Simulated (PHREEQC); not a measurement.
Copper plating or etch bath: speciation

Solution (25 °C): 0.0075 mol Cu(BF4)2 and 0.022 mol HNO3 per kg of water. Closed to the air; pH follows from the charge balance.

All values are PHREEQC results (ion-association model, wateq4f.dat), not measurements.

Precipitation was switched off in this run.

Question: Estimate the pH, ionic strength.

Answer: pH 1.75; ionic strength 0.0431 mol/kgw.

Question: In which forms is F present?

Answer: BF4- 83 %, HF 12 %, BF3OH- 3.2 %, F- 0.6 % of the F.

Real BF4- forms and hydrolyses slowly; the run takes it at equilibrium.
